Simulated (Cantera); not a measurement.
Charge: 1 mol CO, 1.2 mol CO2, 12 mol H2, equilibrated at 2048.15 K.

Cantera equilibrium calculation (NASA polynomials, part measured and part estimated; ideal gas, pure solids and liquids). Candidate condensed phases: C, C6H6, C7H8, C8H18, H2O; 110 gas species. The ideal-gas law is rough above about 30 bar. Rates play no part.

At 100 bar, list the 6 most abundant gas species with their mole fractions, and the condensed phases.

H2 0.763, CO 0.151, H2O 0.0815, CO2 0.00339, CH4 0.000301, H 0.000196. Condensed: gas only.
